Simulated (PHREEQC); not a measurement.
A PHREEQC input (ion-association model, phreeqc.dat):

```
SOLUTION 1
  temp 20
  units mg/kgw
  pH 12.5
  pe 11.8
  Na 9.28
  K 14.9
  Ca 14.8
  Mg 8.38
  Cl 26.5
  S(6) 25.2 as SO4
  Alkalinity 55.8 as HCO3
  Si 0.0965 as SiO2
  Cd 0.11
END
USE solution 1
EQUILIBRIUM_PHASES 1
  Quartz 0 0.5
  CO2(g) -2 10
END
```

It stops with these messages:

```
WARNING: Maximum iterations exceeded, 100
WARNING: Maximum iterations exceeded, 100
WARNING: The program has failed to converge to a numerical solution.
ERROR:           Alkalinity has not converged. Total: 9.144678e-04	Calculated: 9.949590e-04	Residual: -8.049119e-05
ERROR: Is non-carbonate alkalinity greater than total alkalinity?
ERROR:                   Ca has not converged. Total: 3.692615e-04	Calculated: 1.850518e-04	Residual: 1.842097e-04
ERROR:                   Cd has not converged. Total: 9.786477e-07	Calculated: 6.215669e-08	Residual: 9.164910e-07
ERROR:                   Cl has not converged. Total: 7.474685e-04	Calculated: 7.528340e-04	Residual: -5.365544e-06
ERROR:                    K has not converged. Total: 3.810547e-04	Calculated: 3.839422e-04	Residual: -2.887499e-06
ERROR:                   Mg has not converged. Total: 3.446858e-04	Calculated: 6.421301e-05	Residual: 2.804727e-04
ERROR:                   Na has not converged. Total: 4.036573e-04	Calculated: 4.086884e-04	Residual: -5.031107e-06
ERROR:                 S(6) has not converged. Total: 2.623251e-04	Calculated: 1.637994e-04	Residual: 9.852569e-05
ERROR:                   Si has not converged. Total: 1.606077e-06	Calculated: 1.350933e-06	Residual: 2.551442e-07
ERROR:               A(H2O) Activity of water has not converged. 	Residual: 1.600331e+01
ERROR: Model failed to converge for initial solution  1.
```

Problem. What went wrong, and how is it mended?

Solution. The fault: pH typed as 12.5 with the alkalinity kept. The line should read `pH 6.71` where the input has `pH 12.5`. With the mend the run ends at pH 6.72 and ionic strength 0.00309 mol/kgw.
